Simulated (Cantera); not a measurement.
A Cantera script and what it prints.

```python
import numpy as np
import cantera as ct

gas_names = [...]  # 76 gases of nasa_gas.yaml made of C, H
cond_names = """
    C(gr) C6H6(L) C7H8(L) C8H18(L),n-octa
""".split()


# ... load() reads the species with a 1 bar reference pressure and builds the phases ...
atoms = {
    'C2H2': {'C': 2, 'H': 2},
    'H2': {'H': 2},
}
top_T = {'C(gr)': 4500}  # K; cautious upper limits of use, not melting points


# ... equilibrate(T, P, feed) seeds the gas with the atoms and calls Mixture.equilibrate('TP', solver="vcs", rtol=1e-11, max_steps=5000) ...
results = []
feed = {'C2H2': 1, 'H2': 7.4}  # mol
T = 1150  # K
P = 133.322  # Pa
mix = equilibrate(T, P, feed)
results.append((T, P, feed, dict(zip(mix.species_names, mix.species_moles))))
x = sorted(zip(gas.X, gas.species_names), reverse=True)
print(f"T = {T:g} K  P = {P:g} Pa  gas = {mix.phase_moles(0):.4g} mol")
print("   x: " + "  ".join(f"{s} {v:.3e}" for v, s in x if v > 1e-06))
print("   condensed (mol): " + ("  ".join(f"{mix.phase(i).name} {mix.phase_moles(i):.4g}"
      for i in range(1, mix.n_phases) if mix.phase_moles(i) > 1e-12) or "none"))
```

Result:

```
T = 1150 K  P = 133.322 Pa  gas = 8.4 mol
   x: H2 1.000e+00  CH4 3.120e-05  H 2.043e-06
   condensed (mol): C(gr) 2
```

Cantera equilibrium calculation (NASA polynomials, part measured and part estimated; ideal gas, pure solids and liquids).
